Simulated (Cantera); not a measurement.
## Ignition delay

Mixture: 5.23 % CH4, 0.172 % CO, 10.5 % O2, 84.1 % N2, equivalence ratio 1.0, at 24.7 atm, adiabatic and at constant volume. Ignition delay is the time to a rise of 400 K.

Computed with Cantera and GRI-Mech 3.0 (53 species, 325 reactions). The pressure lies above the range GRI-Mech 3.0 was tuned for (to about 10 atm).

```json
[
 {"T0 (K)": "1025", "delay (ms)": "41.5"},
 {"T0 (K)": "1125", "delay (ms)": "8.95"},
 {"T0 (K)": "1225", "delay (ms)": "2.57"},
 {"T0 (K)": "1325", "delay (ms)": "0.874"},
 {"T0 (K)": "1425", "delay (ms)": "0.328"},
 {"T0 (K)": "1525", "delay (ms)": "0.131"},
 {"T0 (K)": "1625", "delay (ms)": "0.0547"},
 {"T0 (K)": "1725", "delay (ms)": "0.0240"},
 {"T0 (K)": "1825", "delay (ms)": "0.0113"}
]
```

```
Property                                                Result
--------------------------------------------------  ----------
apparent activation energy between 1625 and 1825 K  190 kJ/mol
```
